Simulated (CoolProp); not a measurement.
Model: reference Helmholtz-energy equation of state, Schmidt 1985, in CoolProp.

### Question
For oxygen, give the phase and the Prandtl number at 206.7 K and 0.101 MPa.

### Answer
- 206.7 K and 0.101 MPa: gas; Prandtl number 0.736

Viscosity comes from a separate model (Lemmon 2004). Thermal conductivity comes from a separate model (Lemmon 2004).
